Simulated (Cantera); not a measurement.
A freely propagating, adiabatic, planar premixed flame of CH4 : O2 : N2 : CO2 = 1 : 1.82 : 6.84 : 0.024 (molar parts), equivalence ratio 1.1, unburnt at 325 K and 180000 Pa; mixture-averaged transport, grid criteria slope 0.08 and curve 0.16, no radiation.

Model: GRI-Mech 3.0 (53 species, 325 reactions), integrated in Cantera. Burning velocities carry a grid error of a few per cent, more on coarse grids.

x: mole fraction of selected species; z is measured from the peak of heat release.

| z (mm) | T (K) | u (m/s) | x CH4 | x O2 | x HO2 | x OH | x CH3 | x CO2 |
|---|---|---|---|---|---|---|---|---|
| -0.845 | 325 | 0.348 | 0.103 | 0.188 | 1.36e-8 | <1e-8 | <1e-8 | 0.00248 |
| -0.563 | 327 | 0.351 | 0.103 | 0.187 | 2.52e-7 | <1e-8 | 1.07e-8 | 0.00248 |
| -0.422 | 336 | 0.362 | 0.102 | 0.186 | 1.70e-6 | <1e-8 | 6.19e-8 | 0.00249 |
| -0.282 | 425 | 0.461 | 0.0961 | 0.180 | 2.22e-5 | 1.64e-7 | 1.03e-6 | 0.00297 |
| -0.141 | 938 | 1.03 | 0.0645 | 0.138 | 0.000148 | 1.44e-5 | 0.000163 | 0.00966 |
| -0.0704 | 1392 | 1.55 | 0.0342 | 0.0922 | 0.000153 | 0.000162 | 0.00134 | 0.0199 |
| 0 | 1794 | 2.00 | 0.00721 | 0.0433 | 7.10e-5 | 0.00162 | 0.00187 | 0.0356 |
| 0.0704 | 1951 | 2.17 | 0.000379 | 0.0179 | 1.19e-5 | 0.00483 | 0.000201 | 0.0514 |
| 0.141 | 1998 | 2.22 | ___ | ___ | ___ | 0.00613 | ___ | ___ |
| 0.282 | 2050 | 2.26 | 1.79e-8 | 0.00696 | 3.64e-6 | 0.00605 | 1.33e-8 | 0.0687 |
| 0.563 | 2108 | 2.32 | <1e-8 | ___ | ___ | ___ | <1e-8 | 0.0719 |
| 1.13 | 2160 | 2.37 | <1e-8 | 0.00279 | 1.15e-6 | 0.00400 | <1e-8 | 0.0740 |
| 2.25 | 2198 | 2.41 | <1e-8 | 0.00140 | 5.03e-7 | 0.00282 | <1e-8 | 0.0758 |

Task: Complete the blanks.

Result: 
- 0.141, x CH4: 9.96e-6
- 0.141, x O2: 0.0105
- 0.141, x HO2: 5.67e-6
- 0.141, x CH3: 6.34e-6
- 0.141, x CO2: 0.0614
- 0.563, x O2: 0.00472
- 0.563, x HO2: 2.23e-6
- 0.563, x OH: 0.00520
